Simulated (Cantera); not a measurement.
**Titanium nitride, carbide and oxide coatings: TiCl₄ + C₃H₈**

Input: 1 mol TiCl₄, 1.4 mol C₃H₈, at 2000 K.

Method: chemical equilibrium by Gibbs-energy minimisation in Cantera with the NASA 1993 tables (ideal gas, pure condensed phases). Candidate condensed phases: C, C₆H₆, C₇H₈, C₈H₁₈, Ti, TiC, TiCl₂, TiCl₃, TiCl₄; 96 gas species. The tables' values for TiCl₂ are old estimates; treat these amounts as uncertain. TiC: taken at fixed stoichiometry. Equilibrium is a limit: real reactors are often held back by kinetics, nucleation or transport.

```
P (Pa)  log p H₂  log p HCl  log p H  log p Cl  log p TiCl₃  n C(graphite)  n TiC(s)
------  --------  ---------  -------  --------  -----------  -------------  --------
10         -4.38      -4.40    -4.98     -5.12        -7.71           3.21     0.988
46         -3.69      -3.67    -4.63     -4.75        -6.59           3.21     0.984
220        -2.99      -2.97    -4.28     -4.39        -5.51           3.22     0.977
1000       -2.32      -2.30    -3.95     -4.06        -4.51           3.23     0.964
4600       -1.65      -1.64    -3.62     -3.73        -3.53           3.26     0.938
22000      -0.96      -0.97    -3.27     -3.41        -2.57           3.30     0.889
100000     -0.29      -0.34    -2.93     -3.12        -1.69           3.38     0.812
```
log p: log10 of the partial pressure in bar; n: condensed amount in mol.

From 0.0750 Torr to 750 Torr the condensed part is C(graphite) + TiC(s). The share of Ti in condensed phases is highest at 0.0750 Torr (98.8 %) and lowest at 750 Torr (81.2 %).
